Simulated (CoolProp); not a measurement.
Vapour-liquid equilibrium of n-butane (1) + cis-2-butene (2) at 1.91 MPa; x and y are mole fractions of (1).

Values from CoolProp's multi-fluid Helmholtz-energy mixture model, Bücker 2006 and Lemmon 2005; pair parameters Bell 2016.

Problem. Give the bubble temperature and the first vapour's composition at x = 0.2, 0.5, 0.65. Is there an azeotrope?

Solution. x = 0.2: 114.2 °C, y = 0.210; x = 0.5: 112.9 °C, y = 0.509; x = 0.65: 112.5 °C, y = 0.656. No azeotrope shows between x = 0.05 and 0.95.

Pair parameters are fitted to limited data, so mixtures are less certain than the pure fluids.
